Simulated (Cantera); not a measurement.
What does this Cantera script print?

```python
import numpy as np
import cantera as ct

gas = ct.Solution("gri30.yaml", transport_model="mixture-averaged")
show = ['H2O', 'C2H2', 'O']

rows = []
print(f"{'T/K':>7s}{'rho':>11s}{'cp':>10s}{'mu':>11s}{'lambda':>11s}{'Pr':>7s}" + "".join(f"{'D_' + s:>11s}" for s in show))
for T in [400, 550, 700, 850, 1000, 1150, 1300, 1450]:
    gas.TPX = T, 13, {'CH4': 0.82}
    Pr = gas.cp_mass * gas.viscosity / gas.thermal_conductivity
    D = [gas.mix_diff_coeffs_mole[gas.species_index(s)] for s in show]
    rows.append([gas.density, gas.cp_mass, gas.viscosity, gas.thermal_conductivity, Pr, *D])
    print(f"{T:7g}{gas.density:11.4e}{gas.cp_mass:10.1f}{gas.viscosity:11.4e}"
          f"{gas.thermal_conductivity:11.4e}{Pr:7.3f}" + "".join(f"{d:11.4e}" for d in D))
print("SI units: kg/m3, J/kg/K, Pa s, W/m/K, m2/s")
```

Result:

```
    T/K        rho        cp         mu     lambda     Pr      D_H2O     D_C2H2        D_O
    400 6.2710e-05    2526.4 1.4442e-05 5.0682e-02  0.720 3.1057e-01 2.3371e-01 4.3258e-01
    550 4.5607e-05    3093.1 1.8311e-05 7.8475e-02  0.722 5.7096e-01 4.1254e-01 7.4772e-01
    700 3.5834e-05    3655.8 2.1710e-05 1.0936e-01  0.726 8.9234e-01 6.2796e-01 1.1250e+00
    850 2.9510e-05    4143.2 2.4797e-05 1.4142e-01  0.726 1.2678e+00 8.7646e-01 1.5590e+00
   1000 2.5084e-05    4588.7 2.7658e-05 1.7372e-01  0.731 1.6924e+00 1.1555e+00 2.0460e+00
   1150 2.1812e-05    4962.1 3.0346e-05 2.0576e-01  0.732 2.1625e+00 1.4633e+00 2.5828e+00
   1300 1.9295e-05    5281.4 3.2897e-05 2.3726e-01  0.732 2.6751e+00 1.7983e+00 3.1673e+00
   1450 1.7299e-05    5554.0 3.5335e-05 2.6807e-01  0.732 3.2283e+00 2.1594e+00 3.7973e+00
SI units: kg/m3, J/kg/K, Pa s, W/m/K, m2/s
```

Detailed kinetics in Cantera: GRI-Mech 3.0 (53 species, 325 reactions). The composition is frozen, though it would react at the higher temperatures.
